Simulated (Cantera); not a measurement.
Feed: 1 mol (CH3)2SiCl2, 0.011 mol C2H4, 1.4 mol H2, held at 10.0 mbar.

Equilibrium computed with Cantera from the NASA thermochemical tables; the gas is ideal and each condensed phase is pure. Candidate condensed phases: C, C6H6, C7H8, C8H18, Si, SiC; 109 gas species. The feed counts by its element totals alone. Equilibrium is a limit: real reactors are often held back by kinetics, nucleation or transport.

Task: What share of the Si ends up in condensed phases as a function of T (°C), at 802, 902, 1002, 1102, 1202, 1302, 1402, 1502, 1602, 1702, 1802?

Result: 
```csv
T (°C),Si condensed (%),as
802,84.0,SiC(s)
902,93.1,SiC(s)
1002,97.1,SiC(s)
1102,97.8,SiC(s)
1202,97.3,SiC(s)
1302,96.2,SiC(s)
1402,94.8,SiC(s)
1502,93.0,SiC(s)
1602,91.1,SiC(s)
1702,88.8,SiC(s)
1802,86.2,SiC(s)
```
